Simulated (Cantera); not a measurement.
Feed: 1 mol CS2, 0.56 mol SO2, 0.73 mol O2, equilibrated at 120 Pa.

These are equilibrium values from Cantera (NASA tables, ideal gas, pure condensed phases), not measurements of a reactor. Candidate condensed phases: C, S; 22 gas species. Equilibrium is a limit: real reactors are often held back by kinetics, nucleation or transport.

### Question
At 2600 °C, list the 6 most abundant gas species with their mole fractions, and the condensed phases.

### Answer
S 0.416, CO 0.229, O 0.174, SO 0.152, SO2 0.0120, S2 0.00706. Condensed: gas only.
